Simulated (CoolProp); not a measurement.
Computed with CoolProp (reference Helmholtz-energy equation of state, Span 1996).

Task: For carbon dioxide, give the phase and the density (kg/m³), cp (kJ/(kg K)), cv (kJ/(kg K)), expansivity (1/kK) at 58.15 °C and 9.22 bar; 58.15 °C and 32.3 bar; 58.15 °C and 36.9 bar.

Result: 
- 58.15 °C and 9.22 bar: gas; density 15.2, cp 0.924, cv 0.703, expansivity 3.37
- 58.15 °C and 32.3 bar: gas; density 58.7, cp 1.08, cv 0.745, expansivity 4.62
- 58.15 °C and 36.9 bar: gas; density 68.5, cp 1.13, cv 0.755, expansivity 4.96
